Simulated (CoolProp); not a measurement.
Ammonia at 298.15 K and 0.54 MPa is compressed adiabatically to 2.56 MPa with isentropic efficiency 0.9. Each further row changes one setting.

The numbers come from the reference Helmholtz-energy equation of state, Gao 2020 in CoolProp.

| case | work (kJ/kg) | final temperature (K) | final density (kg/m³) |
|---|---|---|---|
| as stated | 282 | ___ | ___ |
| efficiency 1 | ___ | ___ | ___ |
| efficiency 0.65 | ___ | 475.0 | ___ |

Q: Fill in the missing entries.

A: 
- as stated, final temperature (K): 434.1
- as stated, final density (kg/m³): 13.0
- efficiency 1, work (kJ/kg): 254
- efficiency 1, final temperature (K): 423.5
- efficiency 1, final density (kg/m³): 13.4
- efficiency 0.65, work (kJ/kg): 390
- efficiency 0.65, final density (kg/m³): 11.6
